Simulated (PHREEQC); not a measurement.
Dissolve 0.061 mol/kgw NaH2PO4 and 1.6 mol/kgw NH3 at 25 °C. Closed to the air; pH follows from the charge balance.

Model: ion-association model, phreeqc.dat, run in PHREEQC.

| quantity | before | after |
|---|---|---|
| pH | 10.77 | 11.31 |
| ionic strength (mol/kgw) | 0.205 | 0.0462 |
| NH3 (mol/kgw) | 1.53 | 1.58 |
| NH4+ (mol/kgw) | 0.0699 | 0.0171 |

### Question
Name the change that produced these shifts.
A. NH3 from 1.6 to 1.76 mol/kgw
B. NaH2PO4 from 0.061 to 0.61 mol/kgw
C. temperature from 25 to 10 °C
D. NaH2PO4 replaced by NaF at the same molality
E. NaH2PO4 from 0.061 to 0.0122 mol/kgw

### Answer
E, NaH2PO4 from 0.061 to 0.0122 mol/kgw

This is a speciation only: nothing precipitates in the calculation.
